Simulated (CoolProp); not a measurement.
Saturation properties of carbon dioxide.

Model: reference Helmholtz-energy equation of state, Span 1996, in CoolProp.

```
T (K)  p (kPa)  vapour density (kg/m³)  surface tension (mN/m)  liquid viscosity (µPa s)  liquid conductivity (mW/(m K))
-----  -------  ----------------------  ----------------------  ------------------------  ------------------------------
226.7    786.2                   20.56                    14.1                       214                             165
230.5    910.0                   23.71                    13.3                       201                             160
234.3     1048                   27.23                    12.4                       189                             155
238.1     1200                   31.16                    11.6                       178                             151
241.8     1364                   35.43                    10.8                       168                             146
245.6     1549                   40.30                    9.96                       158                             142
249.4     1751                   45.73                    9.15                       148                             137
253.2     1973                   51.78                    8.36                       140                             133
257       2214                   58.53                    7.59                       131                             128
```

Viscosity comes from a separate model (Laesecke 2017). Thermal conductivity comes from a separate model (Huber 2016). Surface tension comes from a separate correlation (Mulero 2012).
